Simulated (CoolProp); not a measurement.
The fluid at 293.15 K and 0.914 MPa expands adiabatically to 0.0789 MPa with isentropic efficiency 0.7. The same conditions are run with several fluids, on thermodynamics alone (safety and materials aside).

Values from CoolProp's reference Helmholtz-energy equation of state of each fluid (hydrogen chloride: Thol 2018; ethane: Bücker 2006; nitrogen: Span 2000; R13: Platzer 1990; normal hydrogen: Leachman 2009). The equations of Platzer and Polt are older, rougher fits.

```tsv
fluid	work (kJ/kg)	final temperature (K)	final phase	final density (kg/m³)
hydrogen chloride	80.8	183.9	two-phase, vapour fraction 0.995	1.94
ethane	107	215.5	gas	1.35
nitrogen	107	188.9	gas	1.41
R13	31.8	228.8	gas	4.41
normal hydrogen	1480	187.5	gas	0.102
```
